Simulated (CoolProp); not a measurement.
Properties of sulfur hexafluoride along the isotherm 349.2 K.

Model: reference Helmholtz-energy equation of state, Guder 2009, in CoolProp.

```csv
p (MPa),phase,Z,speed of sound (m/s),isothermal compressibility (1/MPa),expansivity (1/kK),viscosity (µPa s)
0.00594,gas,0.9996,146.7,168.4,2.867,17.5
0.0122,gas,0.9992,146.7,82.03,2.872,17.5
0.025,gas,0.9984,146.6,40.07,2.880,17.5
0.0514,gas,0.9966,146.4,19.52,2.897,17.5
0.106,gas,0.9930,145.9,9.501,2.933,17.5
0.217,gas,0.9856,145.0,4.676,3.008,17.5
0.445,gas,0.9703,143.2,2.317,3.172,17.6
0.914,gas,0.9378,139.2,1.169,3.556,17.8
1.88,gas,0.8663,130.6,0.6215,4.624,18.5
```

Viscosity comes from a separate model (Quiñones-Cisneros 2012).
